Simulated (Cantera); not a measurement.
# Hydrogen reduction and annealing atmospheres: SiO₂ + H₂ + N₂

Input: 1 mol SiO₂, 780 mol H₂, 2.4 mol N₂, equilibrated at 0.900 Torr.

Equilibrium computed with Cantera from the NASA thermochemical tables; the gas is ideal and each condensed phase is pure. Candidate condensed phases: H₂O, Si, SiO₂, Si₂N₂O, Si₃N₄; 35 gas species. N₂ is the only nitrogen source here; it is nearly inert below about 1500 K, so the nitride shown seldom forms there in practice. Mutual solubility and eutectic melting of coexisting phases are not modelled. The tables hold silica as quartz up to 1696 K and as liquid above; real silica turns to tridymite and cristobalite and melts near 1996 K. Equilibrium is a limit: real reactors are often held back by kinetics, nucleation or transport.

```tsv
T (K)	x H₂	x H	x N₂	x SiO	x H₂O	n SiO₂(β-quartz)	n Si₂N₂O(s)
1125	0.997	1.28e-6	0.00307	1.65e-7	4.02e-6	0.998	0.00100
1225	0.997	8.98e-6	0.00307	8.90e-6	8.90e-6	0.993	0
1325	0.997	4.71e-5	0.00307	6.73e-5	6.73e-5	0.947	0
1425	0.996	0.000197	0.00307	0.000380	0.000380	0.702	0
1525	0.994	0.000681	0.00306	0.00128	0.00128	0	0
1625	0.992	0.00203	0.00306	0.00128	0.00128	0	0
1725	0.989	0.00533	0.00306	0.00127	0.00127	0	0
1825	0.982	0.0126	0.00304	0.00127	0.00127	0	0
1925	0.967	0.0271	0.00302	0.00126	0.00126	0	0
2025	0.941	0.0539	0.00298	0.00124	0.00123	0	0
```
x: gas mole fraction; n: condensed amount in mol.

At 1125 K the condensed part is SiO₂(β-quartz) + Si₂N₂O(s). From 1225 K to 1425 K the condensed part is SiO₂(β-quartz). From 1525 K to 2025 K nothing is condensed. The main Si-bearing gas is SiO throughout.
